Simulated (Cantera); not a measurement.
Feed: 1 mol Si, 0.99 mol H2, at 650 K and 14300 Torr.

Method: chemical equilibrium by Gibbs-energy minimisation in Cantera with the NASA 1993 tables (ideal gas, pure condensed phases). Candidate condensed phases: Si; 9 gas species. Kinetics and transport are ignored.

Base state: H2 1.000 (mole fractions); condensed: Si(s).

**Question.** What changes in the equilibrium state with this change: Si replaced by SiCl4?

**Answer.** 
```tsv
species	before	after
SiCl4	0	0.498
H2	1.000	0.493
HCl	0	0.00447
SiHCl3	0	0.00446
Si(s), mol	1.000	0
```
